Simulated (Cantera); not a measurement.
Standard-state values (1 bar) from the NASA 1993 polynomials, evaluated with Cantera. Values are per mole of reaction as written; species without (g) are pure solids or liquids, kept so even where they would boil at 1 bar.

3 MgO + 6 Cl(g) ⇌ 3 MgCl₂(g) + O₃(g)

| T (K) | ΔH° (kJ) | ΔS° (J/K) | ΔG° (kJ) | log10 K |
|---|---|---|---|---|
| 1798 | [?] | [?] | [?] | [?] |
| 1948 | -33.9 | -84.9 | 131.4 | -3.52 |
| 2098 | [?] | [?] | [?] | [?] |
| 2248 | -45.4 | -90.4 | 157.7 | -3.67 |
| 2398 | [?] | [?] | [?] | [?] |
| 2548 | [?] | [?] | [?] | [?] |

### Question
What belongs in the gaps?

### Answer

- 1798, ΔH° (kJ): -27.7
- 1798, ΔS° (J/K): -81.5
- 1798, ΔG° (kJ): 118.9
- 1798, log10 K: -3.46
- 2098, ΔH° (kJ): -39.8
- 2098, ΔS° (J/K): -87.8
- 2098, ΔG° (kJ): 144.4
- 2098, log10 K: -3.59
- 2398, ΔH° (kJ): -50.6
- 2398, ΔS° (J/K): -92.6
- 2398, ΔG° (kJ): 171.5
- 2398, log10 K: -3.73
- 2548, ΔH° (kJ): -55.4
- 2548, ΔS° (J/K): -94.6
- 2548, ΔG° (kJ): 185.5
- 2548, log10 K: -3.80
